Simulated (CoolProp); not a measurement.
Saturation properties of carbonyl sulfide (Tc = 378.8 K, pc = 6.369 MPa, ω = 0.098).

Values from CoolProp's reference Helmholtz-energy equation of state, Lemmon 2006. It is a short technical equation, of lower accuracy than the large ones.

```csv
T (K),p (MPa),vapour density (kg/m³),liquid cp (kJ/(kg K)),surface tension (mN/m)
282.3,0.8457,24.71,1.305,10.6
287.8,0.9821,28.58,1.325,9.74
293.3,1.134,32.93,1.348,8.92
298.9,1.305,37.90,1.373,8.11
304.4,1.491,43.37,1.401,7.33
309.9,1.696,49.49,1.434,6.58
315.5,1.924,56.49,1.472,5.84
321,2.169,64.23,1.516,5.14
326.5,2.436,72.95,1.568,4.47
332.1,2.732,83.01,1.631,3.81
337.6,3.046,94.29,1.709,3.19
```

It boils at 223.0 K under 1 atm.

Surface tension comes from a separate correlation (Mulero 2012).
